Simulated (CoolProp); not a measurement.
Isobutane at several states: density (kg/m³) from the reference equation and from simpler models built on Tc = 134.7 °C, pc = 3.629 MPa, ω = 0.184; each cubic takes its own stable root.

Values from CoolProp's reference Helmholtz-energy equation of state, Bücker 2006.

| T (°C) | p (MPa) | phase | reference | Redlich-Kwong | Soave-Redlich-Kwong | Peng-Robinson |
|---|---|---|---|---|---|---|
| 57.95 | 2.83 | liquid | 512.6 | 457.4 | 471.5 | 533.8 |
| -3.25 | 0.509 | liquid | 584.8 | 535.8 | 548.5 | 620.3 |
| -148.15 | 0.0614 | liquid | 729.7 | 666.7 | 666.4 | 745.9 |
| 286.35 | 0.0855 | gas | 1.071 | 1.072 | 1.071 | 1.072 |
| 93.85 | 0.0685 | gas | 1.317 | 1.316 | 1.317 | 1.318 |
